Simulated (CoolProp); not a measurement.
C3F8 (R218) along the isotherm 373.5 K: fugacity coefficient from the reference equation and from simpler models built on Tc = 345.0 K, pc = 26.40 bar, ω = 0.317; each cubic takes its own stable root.

Computed with CoolProp (reference Helmholtz-energy equation of state, Lemmon 2006). It is a short technical equation, of lower accuracy than the large ones.

```csv
p (bar),phase,reference
6.6,gas,0.9389
13.2,gas,0.8783
19.8,gas,0.8182
26.4,gas,0.7582
33,supercritical,0.6985
39.6,supercritical,0.6399
46.2,supercritical,0.5857
52.8,supercritical,0.5401
59.4,supercritical,0.5030
66,supercritical,0.4729
```

Q: How far does each simpler model (Soave-Redlich-Kwong, Peng-Robinson) lie from the reference over these 10 states: mean and median of the absolute difference, and the worst?

A: 
- Soave-Redlich-Kwong: mean 1.3 %, median 0.6 %, worst +3.6 % at 373.5 K and 66 bar
- Peng-Robinson: mean 2.8 %, median 2.9 %, worst -3.6 % at 373.5 K and 39.6 bar
